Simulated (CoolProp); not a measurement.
Saturation properties of acetone (Tc = 508.1 K, pc = 4.692 MPa, ω = 0.307).

The numbers come from the reference Helmholtz-energy equation of state, Lemmon 2006 in CoolProp. It is a short technical equation, of lower accuracy than the large ones.

| T (K) | p (MPa) | liquid density (kg/m³) | enthalpy of vaporisation (kJ/kg) | vapour Z | surface tension (mN/m) |
|---|---|---|---|---|---|
| 317.6 | 0.06694 | 762.5 | 514.0 | 0.9594 | 20.3 |
| 329.2 | 0.1012 | 749.0 | 501.5 | 0.9480 | 18.9 |
| 340.9 | 0.1487 | 734.9 | 488.3 | 0.9345 | 17.4 |
| 352.5 | 0.2114 | 720.6 | 474.7 | 0.9191 | 16.0 |
| 364.2 | 0.2939 | 705.7 | 460.3 | 0.9012 | 14.7 |
| 375.8 | 0.3983 | 690.3 | 445.2 | 0.8811 | 13.3 |
| 387.5 | 0.5303 | 674.1 | 429.1 | 0.8583 | 11.9 |
| 399.1 | 0.6917 | 657.3 | 412.1 | 0.8330 | 10.6 |
| 410.8 | 0.8897 | 639.4 | 393.7 | 0.8044 | 9.30 |
| 422.4 | 1.126 | 620.5 | 373.9 | 0.7729 | 8.03 |
| 434.1 | 1.409 | 600.1 | 352.1 | 0.7374 | 6.77 |
| 445.7 | 1.739 | 578.1 | 328.2 | 0.6981 | 5.56 |
| 457.4 | 2.130 | 553.7 | 301.1 | 0.6536 | 4.37 |
| 469 | 2.580 | 526.3 | 270.2 | 0.6033 | 3.23 |

It boils at 329.2 K under 1 atm.

Surface tension comes from a separate correlation (Mulero 2012).
